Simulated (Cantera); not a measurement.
Charge: 1 mol SiH2Cl2, 0.11 mol C3H8, 1.5 mol H2, at 10000 Pa.

These are equilibrium values from Cantera (NASA tables, ideal gas, pure condensed phases), not measurements of a reactor. Candidate condensed phases: C, C6H6, C7H8, C8H18, Si, SiC; 109 gas species. Mutual solubility and eutectic melting of coexisting phases are not modelled. Gases not in the tables: Si2H6 and higher silanes. Equilibrium is a limit: real reactors are often held back by kinetics, nucleation or transport.

Q: Which condensed phases are stable at each of these points (T (K)): 2023, 2098, 2173, 2248, 2323, 2398, 2473?

A: 
| T (K) | condensed phases | Si condensed (%) |
|---|---|---|
| 2023 | Si(l) + SiC(s) | 40.0 |
| 2098 | Si(l) + SiC(s) | 40.6 |
| 2173 | Si(l) + SiC(s) | 40.7 |
| 2248 | Si(l) + SiC(s) | 39.8 |
| 2323 | Si(l) + SiC(s) | 37.2 |
| 2398 | SiC(s) | 31.8 |
| 2473 | SiC(s) | 30.4 |

From 2023 K to 2323 K the condensed part is Si(l) + SiC(s). From 2398 K to 2473 K the condensed part is SiC(s).
